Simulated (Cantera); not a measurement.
What does this Cantera script print?

```python
import numpy as np
import cantera as ct

gas = ct.Solution("gri30.yaml")
gas.TPX = 700, 200000, {'CH4': 1, 'C2H6': 0.26, 'O2': 2.97, 'N2': 11.2}
inlet = ct.Reservoir(gas, clone=True)
gas.equilibrate("HP")  # start burning
reactor = ct.IdealGasConstPressureReactor(gas, energy="on", clone=False)
exhaust = ct.Reservoir(gas, clone=True)
tau = [0.38, 0.15, 0.057, 0.022, 0.0085, 0.0033, 0.0013, 0.00049, 0.00019, 7.3e-05, 2.8e-05, 1.1e-05][0]
for a, b in ((inlet, reactor), (reactor, exhaust)):
    ct.MassFlowController(a, b, mdot=lambda t: reactor.mass / tau)
net = ct.ReactorNet([reactor])
show = ['CH4', 'C2H6', 'O2', 'CO', 'NO', 'C2H']

rows = []
print(f"{'tau/s':>10s}{'T/K':>9s}" + "".join(f"{s:>11s}" for s in show))
for tau in [0.38, 0.15, 0.057, 0.022, 0.0085, 0.0033, 0.0013, 0.00049, 0.00019, 7.3e-05, 2.8e-05, 1.1e-05]:
    net.initial_time = 0.0
    net.advance(30 * tau)
    before = gas.X
    net.advance(40 * tau)
    drift = np.max(np.abs(gas.X - before) / (gas.X + 1e-9))
    rows.append([gas.T, *gas[show].X, drift])
    print(f"{tau:10.3e}{gas.T:9.1f}" + "".join(f"{x:11.3e}" for x in gas[show].X))
```

Output:

```
     tau/s      T/K        CH4       C2H6         O2         CO         NO        C2H
 3.800e-01   2434.6  1.768e-07  4.572e-09  1.018e-02  1.498e-02  4.087e-03  2.012e-10
 1.500e-01   2434.0  4.422e-07  1.155e-08  1.033e-02  1.506e-02  3.853e-03  5.056e-10
 5.700e-02   2432.3  1.129e-06  3.021e-08  1.068e-02  1.525e-02  3.358e-03  1.306e-09
 2.200e-02   2427.2  2.752e-06  7.759e-08  1.133e-02  1.575e-02  2.587e-03  3.254e-09
 8.500e-03   2413.7  6.377e-06  1.990e-07  1.244e-02  1.690e-02  1.731e-03  7.779e-09
 3.300e-03   2385.2  1.380e-05  5.064e-07  1.415e-02  1.913e-02  1.052e-03  1.712e-08
 1.300e-03   2338.1  2.809e-05  1.251e-06  1.653e-02  2.247e-02  6.142e-04  3.276e-08
 4.900e-04   2270.5  5.911e-05  3.142e-06  1.966e-02  2.682e-02  3.413e-04  5.523e-08
 1.900e-04   2192.4  1.287e-04  7.639e-06  2.327e-02  3.153e-02  1.938e-04  8.247e-08
 7.300e-05   2105.6  3.157e-04  1.976e-05  2.804e-02  3.730e-02  1.095e-04  1.252e-07
 2.800e-05   1999.6  1.027e-03  6.499e-05  3.737e-02  4.724e-02  5.470e-05  2.417e-07
 1.100e-05    700.0  6.481e-02  1.685e-02  1.925e-01  1.862e-17  1.031e-20  4.441e-40
```

Cantera simulation using GRI-Mech 3.0 (53 species, 325 reactions); the numbers are that mechanism's predictions, not measurements.
